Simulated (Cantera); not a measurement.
Input: 1 mol SiC, 0.7 mol CO2, 1.5 mol H2, equilibrated at 1175 °C and 1.00 Torr.

Cantera equilibrium calculation (NASA polynomials, part measured and part estimated; ideal gas, pure solids and liquids). Candidate condensed phases: C, C6H6, C7H8, C8H18, H2O, Si, SiC, SiO2; 123 gas species. Mutual solubility and eutectic melting of coexisting phases are not modelled. The tables hold silica as quartz up to 1696 K and as liquid above; real silica turns to tridymite and cristobalite and melts near 1996 K. Equilibrium is a limit: real reactors are often held back by kinetics, nucleation or transport.

Base state: H2 0.592, CO 0.378, SiO 0.0299, H 0.000195 (mole fractions); condensed: SiC(s) + SiO2(β-quartz).

Question: What changes in the equilibrium state with this change: temperature from 1175 °C to 1525 °C?

Answer: 
```
species               before     after
-------------------  -------  --------
H2                     0.592     0.512
CO                     0.378     0.361
SiO                   0.0299     0.120
Si                   9.25e-8  0.000428
SiH                  1.04e-8   1.28e-5
SiC(s), mol            0.741     0.649
SiO2(β-quartz), mol    0.183         0
```
